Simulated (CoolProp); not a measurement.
A single-stage vapour-compression cycle with the fluid: evaporating at 228.15 K (dew point), condensing at 263.15 K (bubble point), superheat 0 K, subcooling 2 K, compressor efficiency 0.6, no pressure losses. The same conditions are run with several fluids, on thermodynamics alone (safety and materials aside).

Model: reference Helmholtz-energy equation of state of each fluid (R507A: Lemmon 2003; carbonyl sulfide: Lemmon 2006; R407C: Lemmon 2003; R124: de Vries 1995; hydrogen sulfide: Lemmon 2006; carbon dioxide: Span 1996), in CoolProp. Blends and air are pseudo-pure fits.

```
fluid             cooling COP  pressure ratio  discharge temperature (K)  refrigerating effect (kJ/kg)  volumetric capacity (kJ/m³)
----------------  -----------  --------------  -------------------------  ----------------------------  ---------------------------
R507A                    3.38            4.08                      290.5                             …                          926
carbonyl sulfide         3.45               …                      344.0                           265                         1110
R407C                       …            6.13                      323.4                             …                          624
R124                     3.49            5.51                      292.5                           146                            …
hydrogen sulfide         3.39            3.66                      365.6                           461                         1790
carbon dioxide           3.10            3.18                      335.5                           262                            …
```

Problem. Fill in the missing entries.

Solution. 
- R507A, refrigerating effect (kJ/kg): 153
- carbonyl sulfide, pressure ratio: 3.73
- R407C, cooling COP: 2.81
- R407C, refrigerating effect (kJ/kg): 202
- R124, volumetric capacity (kJ/m³): 213
- carbon dioxide, volumetric capacity (kJ/m³): 5690
